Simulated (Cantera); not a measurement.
Charge: 1 mol Si3N4, 0.0019 mol O2, 53 mol H2, equilibrated at 133 Pa.

These are equilibrium values from Cantera (NASA tables, ideal gas, pure condensed phases), not measurements of a reactor. Candidate condensed phases: H2O, Si, SiO2, Si2N2O, Si3N4; 35 gas species. Gases not in the tables: Si2H6 and higher silanes. The numbers say what is thermodynamically allowed, not how fast it happens. All values below are at 1500 °C.

Base state: H2 0.954, N2 0.0362, H 0.00761, Si 0.00160, SiH 7.04e-5, SiO 6.87e-5, SiH2 2.36e-5 (mole fractions); condensed: Si(l).

Question: What changes in the equilibrium state with this change: pressure from 133 Pa to 100000 Pa?

Answer: 
| species | before | after |
|---|---|---|
| H2 | 0.954 | 0.994 |
| N2 | 0.0362 | 0.00563 |
| H | 0.00761 | 0.000284 |
| SiO | 6.87e-5 | 7.12e-5 |
| Si | 0.00160 | 2.13e-6 |
| SiH | 7.04e-5 | 2.62e-6 |
| SiH2 | 2.36e-5 | 2.45e-5 |
| Si(l), mol | 2.90 | 0.445 |
| Si3N4(s), mol | 0 | 0.850 |
Mutual solubility and eutectic melting of coexisting phases are not modelled.

Question: What changes in the equilibrium state with this change: Si3N4 replaced by SiC?

Answer: 
```tsv
species	before	after
H2	0.954	0.992
H	0.00761	0.00776
Si	0.00160	9.52e-5
N2	0.0362	0
CO	0	6.86e-5
C2H2 (acetylene)	0	1.77e-5
SiO	6.87e-5	2.77e-6
SiH	7.04e-5	4.27e-6
Si(l), mol	2.90	0
SiC(s), mol	0	0.994
```
Further candidate phases: C, C6H6, C7H8, C8H18, SiC.
